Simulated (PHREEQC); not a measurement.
Consider water at 90 °C with 0.061 mol KH2PO4 and 0.00154 mol H2SO4 per kg of water. Closed to the air; pH follows from the charge balance.

The numbers come from PHREEQC with the ion-association model, wateq4f.dat.

This is a speciation only: nothing precipitates in the calculation.

Question: Order these S species by the share of S that they hold, largest first: SO4-2, KSO4-, HSO4-.

Answer: SO4-2 (68 %), KSO4- (28 %), HSO4- (4.0 %)

The pH is 3.66 and the ionic strength 0.0619 mol/kgw. H3PO4, which wateq4f.dat lacks, is added to it with the constant of phreeqc.dat. At this temperature some constants are extrapolated from 25 °C, and those without enthalpy data are left unchanged.
